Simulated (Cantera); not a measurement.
Input: 1 mol Nb, 17 mol N₂O, 9.2 mol NH₃, at 1823 K.

Method: chemical equilibrium by Gibbs-energy minimisation in Cantera with the NASA 1993 tables (ideal gas, pure condensed phases). Candidate condensed phases: H₂O, Nb, NbO, NbO₂, Nb₂O₅; 27 gas species. Condensed phases not in the tables: the oxides between NbO₂ and Nb₂O₅. Kinetics and transport are ignored.

x: gas mole fraction; n: condensed amount in mol.

```json
[
 {"P (Pa)": "0.100", "x N₂": "0.506", "x H₂O": "0.198", "x H": "0.106", "x H₂": "0.0604", "x O₂": "0.0475", "x O": "0.0329", "x OH": "0.0243", "x NbO₂": "0.0234", "n Nb₂O₅(l)": "0"},
 {"P (Pa)": "0.600", "x N₂": "0.563", "x H₂O": "0.289", "x H": "0.0372", "x H₂": "0.0443", "x O₂": "0.0315", "x O": "0.0109", "x OH": "0.0169", "x NbO₂": "0.00532", "n Nb₂O₅(l)": "0.398"},
 {"P (Pa)": "3.60", "x N₂": "0.587", "x H₂O": "0.338", "x H": "0.0117", "x H₂": "0.0261", "x O₂": "0.0206", "x O": "0.00361", "x OH": "0.0105", "x NbO₂": "0.000630", "n Nb₂O₅(l)": "0.488"},
 {"P (Pa)": "22", "x N₂": "0.597", "x H₂O": "0.363", "x H": "0.00339", "x H₂": "0.0135", "x O₂": "0.0146", "x O": "0.00123", "x OH": "0.00635", "x NbO₂": "7.15e-5", "n Nb₂O₅(l)": "0.499"},
 {"P (Pa)": "130", "x N₂": "0.601", "x H₂O": "0.375", "x H": "0.000965", "x H₂": "0.00645", "x O₂": "0.0115", "x O": "0.000450", "x OH": "0.00391", "x NbO₂": "8.22e-6", "n Nb₂O₅(l)": "0.500"},
 {"P (Pa)": "770", "x N₂": "0.602", "x H₂O": "0.381", "x H": "0.000264", "x H₂": "0.00287", "x O₂": "0.0101", "x O": "0.000173", "x OH": "0.00244", "x NbO₂": "9.19e-7", "n Nb₂O₅(l)": "0.500"},
 {"P (Pa)": "4600", "x N₂": "0.603", "x H₂O": "0.384", "x H": "…", "x H₂": "…", "x O₂": "0.00957", "x O": "…", "x OH": "…", "x NbO₂": "…", "n Nb₂O₅(l)": "0.500"},
 {"P (Pa)": "28000", "x N₂": "0.603", "x H₂O": "0.385", "x H": "…", "x H₂": "…", "x O₂": "0.00937", "x O": "…", "x OH": "…", "x NbO₂": "…", "n Nb₂O₅(l)": "0.500"},
 {"P (Pa)": "170000", "x N₂": "0.604", "x H₂O": "0.385", "x H": "4.74e-6", "x H₂": "0.000204", "x O₂": "0.00931", "x O": "1.12e-5", "x OH": "0.000624", "x NbO₂": "1.10e-9", "n Nb₂O₅(l)": "0.500"},
 {"P (Pa)": "1000000", "x N₂": "0.604", "x H₂O": "0.386", "x H": "1.26e-6", "x H₂": "8.41e-5", "x O₂": "0.00931", "x O": "4.60e-6", "x OH": "0.000401", "x NbO₂": "1.20e-10", "n Nb₂O₅(l)": "0.500"}
]
```

**Question.** Fill in the missing entries.

**Answer.** 
- 28000, x H: 1.83e-5
- 28000, x H₂: 0.000500
- 28000, x O: 2.76e-5
- 28000, x OH: 0.000980
- 28000, x NbO₂: 1.05e-8
- 4600, x H: 7.05e-5
- 4600, x H₂: 0.00122
- 4600, x O: 6.88e-5
- 4600, x OH: 0.00155
- 4600, x NbO₂: 9.99e-8
